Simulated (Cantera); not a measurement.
An adiabatic, constant-pressure homogeneous reactor starts with 22.9 % CO, 6.18 % H2, 4.58 % CH4, 13.9 % O2, 52.4 % N2, equivalence ratio 1.7, at 1000 K and 0.290 bar.

Model: GRI-Mech 3.0 (53 species, 325 reactions), integrated in Cantera.

Task: Predict: time of steepest temperature rise; temperature at 2.00 s; equilibrium temperature; x(CO) at 2.00 s; x(H2) at 2.00 s; x(N2O) at 2.00 s; x(OH) at 2.00 s.

Result: 
- time of steepest temperature rise = 10.9 ms
- temperature at 2.00 s = 2500 K
- equilibrium temperature = 2500 K
- x(CO) at 2.00 s = 0.177 (gas-phase equilibrium 0.177)
- x(H2) at 2.00 s = 0.0316 (gas-phase equilibrium 0.0316)
- x(N2O) at 2.00 s = 4.40e-8 (gas-phase equilibrium 4.40e-8)
- x(OH) at 2.00 s = 0.00660 (gas-phase equilibrium 0.00660)
